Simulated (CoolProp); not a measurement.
R123 along the isotherm 226.85 °C: Z from the reference equation and from simpler models built on Tc = 183.7 °C, pc = 3.662 MPa, ω = 0.282; each cubic takes its own stable root.

Computed with CoolProp (reference Helmholtz-energy equation of state, Younglove 1994). It is a modified Benedict-Webb-Rubin equation, recast in Helmholtz form.

```json
[
 {"p (MPa)": "0.343", "phase": "gas", "reference": "0.9764"},
 {"p (MPa)": "0.687", "phase": "gas", "reference": "0.9520"},
 {"p (MPa)": "1.03", "phase": "gas", "reference": "0.9269"},
 {"p (MPa)": "1.37", "phase": "gas", "reference": "0.9011"},
 {"p (MPa)": "1.72", "phase": "gas", "reference": "0.8737"},
 {"p (MPa)": "2.06", "phase": "gas", "reference": "0.8461"},
 {"p (MPa)": "2.4", "phase": "gas", "reference": "0.8174"},
 {"p (MPa)": "2.75", "phase": "gas", "reference": "0.7866"},
 {"p (MPa)": "3.09", "phase": "gas", "reference": "0.7554"},
 {"p (MPa)": "3.43", "phase": "gas", "reference": "0.7229"},
 {"p (MPa)": "3.78", "phase": "supercritical", "reference": "0.6877"},
 {"p (MPa)": "4.12", "phase": "supercritical", "reference": "0.6519"},
 {"p (MPa)": "4.46", "phase": "supercritical", "reference": "0.6143"},
 {"p (MPa)": "4.81", "phase": "supercritical", "reference": "0.5737"},
 {"p (MPa)": "5.15", "phase": "supercritical", "reference": "0.5332"},
 {"p (MPa)": "5.49", "phase": "supercritical", "reference": "0.4934"}
]
```

Problem. How far does each simpler model (van der Waals, Soave-Redlich-Kwong) lie from the reference over these 16 states: mean and median of the absolute difference, and the worst?

Solution. 
- van der Waals: mean 3.4 %, median 0.4 %, worst -13.8 % at 226.85 °C and 5.15 MPa
- Soave-Redlich-Kwong: mean 1.8 %, median 0.9 %, worst +8.0 % at 226.85 °C and 5.49 MPa
